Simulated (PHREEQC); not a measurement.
Consider water at 25 °C with 0.21 mol CsOH, 0.00048 mol CdSO4 and 0.001 mol KH2PO4 per kg of water. Closed to the air; pH follows from the charge balance.

Computed with PHREEQC (ion-association model, wateq4f.dat).

Each row changes one thing in this solution. Precipitation was switched off in this run.

```
case                                       pH  ionic strength (mol/kgw)  HPO4-2 (mol/kgw)  KSO4- (mol/kgw)  CdOH+ (mol/kgw)  KHPO4- (mol/kgw)  SI of Cd(OH)2 (Cd(OH)2)
--------------------------------------  -----  ------------------------  ----------------  ---------------  ---------------  ----------------  -----------------------
as made                                 13.16                     0.214           3.14e-5          9.13e-7          2.17e-7           1.70e-8                    +2.80
CdSO4 from 0.00048 to 0.000528 mol/kgw  13.16                     0.215           3.15e-5          1.00e-6          2.39e-7           1.70e-8                    +2.84
CsOH left out                            5.11                   0.00279           9.46e-6          2.46e-6          4.03e-9           1.46e-8                    -6.88
diluted 100-fold with water             11.29                   0.00213           8.97e-6         2.75e-10          4.22e-7        (withheld)                    +1.33
CdSO4 from 0.00048 to 0.00096 mol/kgw   13.16                     0.215           3.16e-5          1.82e-6          4.41e-7           1.70e-8                    +3.10
diluted 5-fold with water               12.53                    0.0428           4.17e-5          6.39e-8          4.28e-7           7.73e-9                    +2.51
CsOH from 0.21 to 0.231 mol/kgw         13.20                (withheld)           2.78e-5          8.79e-7          1.84e-7           1.45e-8                    +2.76
CsOH from 0.21 to 0.315 mol/kgw         13.32                     0.320        (withheld)       (withheld)          1.04e-7           8.57e-9                    +2.63
```

Complete the blanks.


- diluted 100-fold with water, KHPO4- (mol/kgw): 1.43e-10
- CsOH from 0.21 to 0.231 mol/kgw, ionic strength (mol/kgw): 0.235
- CsOH from 0.21 to 0.315 mol/kgw, HPO4-2 (mol/kgw): 1.85e-5
- CsOH from 0.21 to 0.315 mol/kgw, KSO4- (mol/kgw): 7.76e-7

Species that the database lacks are ignored. Some of these states are supersaturated (in Cd(OH)2, for instance). H3PO4, which wateq4f.dat lacks, is added to it with the constant of phreeqc.dat. The database has no phosphate complexes of Cd.
